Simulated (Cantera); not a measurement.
An isothermal, constant-pressure homogeneous reactor starts with 2.94 % CH₄, 97.1 % H₂, at 1950 K and 1.20 bar.

Computed with Cantera and GRI-Mech 3.0 (53 species, 325 reactions). GRI-Mech 3.0 stops at C3 and has no aromatics, soot or wall deposition, so with more carbon than oxygen in the feed, carbon stays in small species such as C2H2 where larger ones or solid carbon would form.

One state of this run: x CH₄ = 0.0140; x H₂ = 0.977; x C₂H = 1.19e-7; x C₂H₂ = 0.00722; x H = 0.00103; x CH₂ = 3.68e-7; x C₂H₆ = 1.69e-6. x: mole fraction; the columns are a selection and need not sum to one.

**Question.** Which value of t (s) does it belong to?
A) 0.00122
B) 0.149
C) 0.00605
D) 3.66

**Answer.** C, 0.00605
